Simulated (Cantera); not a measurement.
**Stirred combustor or abatement burner**

A perfectly stirred reactor is fed with 9.98 % CH4, 0.359 % C2H6, 17.7 % O2, 66.5 % N2, 5.49 % H2O, equivalence ratio 1.2, at 1.00 bar; it is adiabatic with a 750 K inlet, and is followed from long to short residence time, starting on the burning branch (τ in s: 0.057, 0.023, 0.0095, 0.0039, 0.0016, 0.00066, 0.00027, 0.00011, 4.5e-05, 1.9e-05).

Model: GRI-Mech 3.0 (53 species, 325 reactions), integrated in Cantera.

```json
[
 {"τ (s)": "0.057", "T (K)": "2326", "x CH4": "6.44e-6", "x C2H6": "1.57e-8", "x O2": "0.000782", "x NO": "0.000650", "x CO2": "0.0598", "x CH2O": "7.53e-7", "x HCO": "6.87e-8"},
 {"τ (s)": "0.023", "T (K)": "2314", "x CH4": "1.20e-5", "x C2H6": "3.74e-8", "x O2": "0.00113", "x NO": "0.000612", "x CO2": "0.0594", "x CH2O": "1.50e-6", "x HCO": "1.41e-7"},
 {"τ (s)": "0.0095", "T (K)": "2294", "x CH4": "2.10e-5", "x C2H6": "8.56e-8", "x O2": "0.00173", "x NO": "0.000558", "x CO2": "0.0587", "x CH2O": "2.78e-6", "x HCO": "3.03e-7"},
 {"τ (s)": "0.0039", "T (K)": "2265", "x CH4": "3.72e-5", "x C2H6": "1.94e-7", "x O2": "0.00267", "x NO": "0.000480", "x CO2": "0.0577", "x CH2O": "5.03e-6", "x HCO": "6.69e-7"},
 {"τ (s)": "0.0016", "T (K)": "2227", "x CH4": "6.88e-5", "x C2H6": "4.38e-7", "x O2": "0.00404", "x NO": "0.000384", "x CO2": "0.0563", "x CH2O": "9.18e-6", "x HCO": "1.50e-6"},
 {"τ (s)": "0.00066", "T (K)": "2181", "x CH4": "0.000136", "x C2H6": "9.93e-7", "x O2": "0.00588", "x NO": "0.000287", "x CO2": "0.0544", "x CH2O": "1.74e-5", "x HCO": "3.38e-6"},
 {"τ (s)": "0.00027", "T (K)": "2130", "x CH4": "0.000297", "x C2H6": "2.36e-6", "x O2": "0.00846", "x NO": "0.000203", "x CO2": "0.0515", "x CH2O": "3.60e-5", "x HCO": "7.84e-6"},
 {"τ (s)": "0.00011", "T (K)": "2070", "x CH4": "0.000761", "x C2H6": "6.39e-6", "x O2": "0.0130", "x NO": "0.000132", "x CO2": "0.0461", "x CH2O": "8.54e-5", "x HCO": "1.90e-5"},
 {"τ (s)": "4.5e-5", "T (K)": "750", "x CH4": "0.0998", "x C2H6": "0.00359", "x O2": "0.177", "x NO": "<1e-12", "x CO2": "<1e-12", "x CH2O": "<1e-12", "x HCO": "<1e-12"},
 {"τ (s)": "1.9e-5", "T (K)": "750", "x CH4": "0.0998", "x C2H6": "0.00359", "x O2": "0.177", "x NO": "<1e-12", "x CO2": "<1e-12", "x CH2O": "<1e-12", "x HCO": "<1e-12"}
]
```
x: mole fraction; the columns are a selection and need not sum to one.
